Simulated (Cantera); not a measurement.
# CO + CO2 + H2 (carbon deposition, reforming and gasification)

Charge: 1 mol CO, a varied amount of CO2, 26 mol H2, held at 1798 K and 5.30 bar.

Cantera equilibrium calculation (NASA polynomials, part measured and part estimated; ideal gas, pure solids and liquids). Candidate condensed phases: C, C6H6, C7H8, C8H18, H2O; 110 gas species. The numbers say what is thermodynamically allowed, not how fast it happens.

| n(CO2) (mol) | x H2 | x CO | x H2O | x CO2 | x H |
|---|---|---|---|---|---|
| 0.098 | 0.956 | 0.0404 | 0.00364 | 4.04e-5 | 0.000150 |
| 0.18 | 0.950 | 0.0433 | 0.00658 | 7.87e-5 | 0.000149 |
| 0.31 | 0.941 | 0.0478 | 0.0112 | 0.000150 | 0.000148 |
| 0.56 | 0.923 | 0.0563 | 0.0200 | 0.000320 | 0.000147 |
| 1 | 0.893 | 0.0707 | 0.0350 | 0.000726 | 0.000145 |
| 1.8 | 0.842 | 0.0954 | 0.0607 | 0.00180 | 0.000140 |
| 3.3 | 0.754 | 0.137 | 0.104 | 0.00495 | 0.000133 |
| 5.9 | 0.624 | 0.196 | 0.166 | 0.0136 | 0.000121 |
x: gas mole fraction; nothing condenses.

From 0.098 mol CO2 to 5.9 mol CO2 nothing is condensed. The main C-bearing gas is CO throughout.
